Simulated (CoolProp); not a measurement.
A Linde-Hampson liquefier for oxygen: isothermal reversible compression at 300 K from 1 atm to 40 MPa, throttling to 1 atm, return gas leaving the recuperator 2 K below the feed. Each further row changes one setting.

The numbers come from the reference Helmholtz-energy equation of state, Schmidt 1985 in CoolProp.

```json
[
 {"case": "as stated", "liquid yield per pass": "___", "compression work (kJ/kg of gas)": "458"},
 {"case": "high pressure 80 MPa", "liquid yield per pass": "___", "compression work (kJ/kg of gas)": "___"},
 {"case": "warm-end temperature 330 K", "liquid yield per pass": "___", "compression work (kJ/kg of gas)": "510"},
 {"case": "warm-end gap 7 K", "liquid yield per pass": "___", "compression work (kJ/kg of gas)": "458"}
]
```

Problem. Complete the blanks.

Solution. 
- as stated, liquid yield per pass: 0.151
- high pressure 80 MPa, liquid yield per pass: 0.152
- high pressure 80 MPa, compression work (kJ/kg of gas): 524
- warm-end temperature 330 K, liquid yield per pass: 0.116
- warm-end gap 7 K, liquid yield per pass: 0.142

Above 300 K oxygen's equation is extrapolated.
